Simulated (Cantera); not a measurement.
Input (Python, Cantera) and output of one run.

```python
import numpy as np
import cantera as ct

gas_names = """
    CL CL2 H HCL H2 N NH NH2 NH3 N2 N2H2 N2H4 Si SiCL SiCL2 SiCL3 SiCL4 SiH SiHCL3 SiH2 SiH2CL2 SiH3
    SiH3CL SiH4 SiN Si2 Si2N Si3
""".split()
cond_names = """
    NH4CL(a) NH4CL(b) Si(cr) Si(L) Si3N4(a)
""".split()


# ... load() reads the species with a 1 bar reference pressure and builds the phases ...
atoms = {
    'SiH2Cl2': {'Si': 1, 'H': 2, 'CL': 2},
    'HCl': {'H': 1, 'CL': 1},
    'N2': {'N': 2},
}
top_T = {'Si3N4(a)': 2400}  # K; cautious upper limits of use, not melting points


# ... equilibrate(T, P, feed) seeds the gas with the atoms and calls Mixture.equilibrate('TP', solver="vcs", rtol=1e-11, max_steps=5000) ...
results = []
feed = {'SiH2Cl2': 1, 'HCl': 0.028, 'N2': 120}  # mol
T = 1250  # K
P = 1333.22  # Pa
mix = equilibrate(T, P, feed)
results.append((T, P, feed, dict(zip(mix.species_names, mix.species_moles))))
print(gas.report(threshold=1e-06))
for i in range(1, mix.n_phases):
    print(f"{mix.phase(i).name:16s} {mix.phase_moles(i):12.5e} mol")
```

Output:

```
       temperature   1250 K
          pressure   1333.2 Pa
           density   0.003617 kg/m^3
  mean mol. weight   28.196 kg/kmol
   phase of matter   gas

                          1 kg             1 kmol
                     ---------------   ---------------
          enthalpy        9.9673e+05        2.8104e+07  J
   internal energy        6.2812e+05        1.7711e+07  J
           entropy            9656.2        2.7227e+05  J/K
    Gibbs function       -1.1074e+07       -3.1223e+08  J
 heat capacity c_p            1201.7             33884  J/K
 heat capacity c_v            906.86             25570  J/K

                      mass frac. Y      mole frac. X     chem. pot. / RT
                     ---------------   ---------------   ---------------
                CL        1.6301e-06        1.2966e-06           -27.885
               HCL          0.017851          0.013805           -42.355
                H2        0.00010382          0.001452           -28.941
                N2           0.97757           0.98391           -29.804
             SiCL2        0.00052456        0.00014942           -67.621
             SiCL3        0.00051928        0.00010891           -95.506
             SiCL4         0.0034239        0.00056826           -123.39
            SiHCL3        1.0216e-05        2.1267e-06           -109.98
     [  +20 minor]        1.0826e-08         1.612e-07

Si(cr)            0.00000e+00 mol
Si3N4(a)          2.99811e-01 mol
```

Equilibrium computed with Cantera from the NASA thermochemical tables; the gas is ideal and each condensed phase is pure. N2 is the only nitrogen source here; it is nearly inert below about 1500 K, so the nitride shown seldom forms there in practice. The tables' values for SiCl3 are old estimates; treat these amounts as uncertain.
